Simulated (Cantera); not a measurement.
A perfectly stirred reactor is fed with H2 : O2 : N2 = 1 : 0.357 : 1.34 (molar parts), equivalence ratio 1.4, at 101000 Pa; it is adiabatic with a 523 K inlet, and is followed from long to short residence time, starting on the burning branch (τ in s: 0.08, 0.028, 0.0097, 0.0034, 0.0012, 0.00041, 0.00014, 5e-05, 1.7e-05).

Model: the H2/O2 subset of GRI-Mech 3.0, which has no nitrogen chemistry, integrated in Cantera.

**Question.** What does this change do: O2 0.357 to 0.27 parts?

**Answer.** 
| quantity | before | after |
|---|---|---|
| blow-out, bracketed by the residence times tried | burning at 17.0 µs, the shortest tried | burning at 17.0 µs, the shortest tried |
| x(H2) at τ = 80.0 ms | 0.120 | 0.194 |
| x(O2) at τ = 80.0 ms | 0.000160 | 2.75e-5 |
| x(O) at τ = 80.0 ms | 0.000143 | 8.51e-6 |
| x(HO2) at τ = 80.0 ms | 1.02e-7 | 1.31e-8 |
| x(OH) at τ = 80.0 ms | 0.00349 | 0.000549 |
| x(H2) at τ = 1.20 ms | 0.116 | 0.183 |
| x(O2) at τ = 1.20 ms | 0.00178 | 0.000456 |
| x(O) at τ = 1.20 ms | 0.00148 | 0.000321 |
| x(HO2) at τ = 1.20 ms | 1.12e-6 | 3.16e-7 |
| x(OH) at τ = 1.20 ms | 0.00947 | 0.00277 |

**Question.** What does this change do: inlet temperature 523 to 650 K?

**Answer.** 
| quantity | before | after |
|---|---|---|
| blow-out, bracketed by the residence times tried | burning at 17.0 µs, the shortest tried | burning at 17.0 µs, the shortest tried |
| x(H2) at τ = 80.0 ms | 0.120 | 0.120 |
| x(O2) at τ = 80.0 ms | 0.000160 | 0.000282 |
| x(O) at τ = 80.0 ms | 0.000143 | 0.000268 |
| x(HO2) at τ = 80.0 ms | 1.02e-7 | 1.84e-7 |
| x(OH) at τ = 80.0 ms | 0.00349 | 0.00502 |
| x(H2) at τ = 1.20 ms | 0.116 | 0.117 |
| x(O2) at τ = 1.20 ms | 0.00178 | 0.00195 |
| x(O) at τ = 1.20 ms | 0.00148 | 0.00170 |
| x(HO2) at τ = 1.20 ms | 1.12e-6 | 1.15e-6 |
| x(OH) at τ = 1.20 ms | 0.00947 | 0.0109 |

**Question.** What does this change do: 0.13 parts H2O added?

**Answer.** 
```json
[
 {"quantity": "blow-out, bracketed by the residence times tried", "before": "burning at 17.0 µs, the shortest tried", "after": "burning at 17.0 µs, the shortest tried"},
 {"quantity": "x(H2) at τ = 80.0 ms", "before": "0.120", "after": "0.114"},
 {"quantity": "x(O2) at τ = 80.0 ms", "before": "0.000160", "after": "0.000115"},
 {"quantity": "x(O) at τ = 80.0 ms", "before": "0.000143", "after": "7.87e-5"},
 {"quantity": "x(HO2) at τ = 80.0 ms", "before": "1.02e-7", "after": "7.05e-8"},
 {"quantity": "x(OH) at τ = 80.0 ms", "before": "0.00349", "after": "0.00257"},
 {"quantity": "x(H2) at τ = 1.20 ms", "before": "0.116", "after": "0.112"},
 {"quantity": "x(O2) at τ = 1.20 ms", "before": "0.00178", "after": "0.00181"},
 {"quantity": "x(O) at τ = 1.20 ms", "before": "0.00148", "after": "0.00122"},
 {"quantity": "x(HO2) at τ = 1.20 ms", "before": "1.12e-6", "after": "1.29e-6"},
 {"quantity": "x(OH) at τ = 1.20 ms", "before": "0.00947", "after": "0.00854"}
]
```
